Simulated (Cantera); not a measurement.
Input: 1 mol Si, 3.4 mol N₂O, 32 mol H₂, equilibrated at 675 °C and 11000 Pa.

Cantera equilibrium calculation (NASA polynomials, part measured and part estimated; ideal gas, pure solids and liquids). Candidate condensed phases: H₂O, Si, SiO₂, Si₂N₂O, Si₃N₄; 35 gas species. Rates play no part.

Base state: H₂ 0.864, N₂ 0.0960, H₂O 0.0395, NH₃ 2.29e-5 (mole fractions); condensed: SiO₂(β-quartz).

What changes in the equilibrium state with this change: Si replaced by Si₃N₄?


```
species               before    after
-------------------  -------  -------
H₂                     0.864    0.876
N₂                    0.0960    0.124
NH₃                  2.29e-5  2.65e-5
H₂O                   0.0395  2.37e-5
SiO₂(β-quartz), mol     1.00     1.27
Si₂N₂O(s), mol             0    0.867
```
